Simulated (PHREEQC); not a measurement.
Dissolve 73 mmol/kgw Cu(NO3)2 and 0.081 mmol/kgw HBF4 at 25 °C. Closed to the air; pH follows from the charge balance.

Model: ion-association model, phreeqc.dat, run in PHREEQC.

```
quantity               before    after
--------------------  -------  -------
pH                       3.65     4.29
Cu2(OH)2+2 (mol/kgw)  1.52e-6  2.91e-5
CuOH+ (mol/kgw)       1.44e-6  6.32e-6
Cu(OH)2 (mol/kgw)     9.03e-9  1.73e-7
```

Problem. Name the change that produced these shifts.
A. temperature from 25 to 80 °C
B. diluted 2-fold with water
C. temperature from 25 to 55 °C
D. HBF4 left out
E. Cu(NO3)2 from 0.073 to 0.0146 mol/kgw

Solution. D, HBF4 left out

Precipitation was switched off in this run. Real BF4- forms and hydrolyses slowly; the run takes it at equilibrium.
